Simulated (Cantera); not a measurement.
Cantera run:

```python
import numpy as np
import cantera as ct

gas_names = [...]  # 113 gases of nasa_gas.yaml made of C, H, O, Pb
cond_names = """
    C(gr) C6H6(L) C7H8(L) C8H18(L),n-octa H2O(s) H2O(L) Pb(cr) Pb(L) PbO(rd) PbO(yw) PbO(L) PbO2(s)
    Pb3O4(s)
""".split()


# ... load() reads the species with a 1 bar reference pressure and builds the phases ...
atoms = {
    'PbO': {'Pb': 1, 'O': 1},
    'C': {'C': 1},
    'H2': {'H': 2},
}
top_T = {'C(gr)': 4500, 'Pb3O4(s)': 820}  # K; cautious upper limits of use, not melting points


# ... equilibrate(T, P, feed) seeds the gas with the atoms and calls Mixture.equilibrate('TP', solver="vcs", rtol=1e-11, max_steps=5000) ...
results = []
feed = {'PbO': 1, 'C': 1.9, 'H2': 19}  # mol
P = 133.322  # Pa
for T in [1125, 1225, 1325, 1425, 1525, 1625, 1725, 1825, 1925, 2025, 2125, 2225, 2325]:
    mix = equilibrate(T, P, feed)
    results.append((T, P, feed, dict(zip(mix.species_names, mix.species_moles))))

top = {s: max(r[3][s] / sum(r[3][g] for g in gas_names) for r in results) for s in gas_names}
cols = sorted((s for s in top if top[s] > 1e-05), key=lambda s: -top[s])[:5]
seen = [c for c in cond_names if any(r[3].get(c, 0) > 1e-12 for r in results)]
print("log10 of partial pressures in bar; condensed amounts in mol")
print(f"{'T/K':>10s}" + "".join(f"{s[:9]:>10s}" for s in cols + seen))
for T, P, feed, n in results:
    ng = sum(n[g] for g in gas_names)
    print(f"{T:10.4g}" + "".join(f"{np.log10(max(n[s] / ng * P / 1e5, 1e-99)):10.3f}" for s in cols)
          + "".join(f"{n.get(c, 0):10.4g}" for c in seen))
```

Result:

```
log10 of partial pressures in bar; condensed amounts in mol
       T/K        H2         H        Pb        CO C2H2,acet     C(gr)
      1125    -2.919    -8.812    -4.197    -4.197   -10.557    0.8994
      1225    -2.919    -7.966    -4.197    -4.197    -9.708    0.8997
      1325    -2.919    -7.246    -4.197    -4.197    -8.989    0.8998
      1425    -2.919    -6.625    -4.197    -4.197    -8.371    0.8998
      1525    -2.919    -6.085    -4.197    -4.197    -7.836    0.8995
      1625    -2.919    -5.611    -4.198    -4.198    -7.368    0.8986
      1725    -2.921    -5.192    -4.198    -4.198    -6.956    0.8965
      1825    -2.924    -4.818    -4.200    -4.200    -6.592    0.8919
      1925    -2.930    -4.485    -4.203    -4.203    -6.269    0.8828
      2025    -2.942    -4.187    -4.208    -4.208    -5.985    0.8665
      2125    -2.962    -3.921    -4.217    -4.217    -5.738    0.8394
      2225    -2.997    -3.687    -4.232    -4.232    -5.529    0.7978
      2325    -3.051    -3.484    -4.254    -4.254    -5.362    0.7385
```

Cantera equilibrium calculation (NASA polynomials, part measured and part estimated; ideal gas, pure solids and liquids).
